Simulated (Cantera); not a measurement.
Charge: 1 mol Al, 0.33 mol NH3, 210 mol N2, 6 mol H2O, held at 1.33 mbar.

Cantera equilibrium calculation (NASA polynomials, part measured and part estimated; ideal gas, pure solids and liquids). Candidate condensed phases: Al, AlN, Al2O3, H2O; 35 gas species. Rates play no part. All values below are at 1473 K.

Base state: N2 0.970, H2O 0.0208, H2 0.00919, H 3.32e-5 (mole fractions); condensed: Al2O3(s).

Task: What changes in the equilibrium state with this change: NH3 from 0.33 to 2 mol?

Result: 
```csv
species,before,after
N2,0.970,0.959
H2O,0.0208,0.0205
H2,0.00919,0.0204
H,3.32e-5,4.95e-5
"Al2O3(s), mol",0.500,0.500
```
